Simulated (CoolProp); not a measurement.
Values from CoolProp's reference Helmholtz-energy equation of state, Lemmon 2006. It is a short technical equation, of lower accuracy than the large ones.

### Question
For acetone, give the phase and the Z, cp (kJ/(kg K)), cv (kJ/(kg K)), Joule-Thomson coefficient (K/MPa) at 422.7 K and 2.01 MPa.

### Answer
- 422.7 K and 2.01 MPa: liquid; Z 0.0533, cp 2.64, cv 1.81, Joule-Thomson coefficient 0.0982
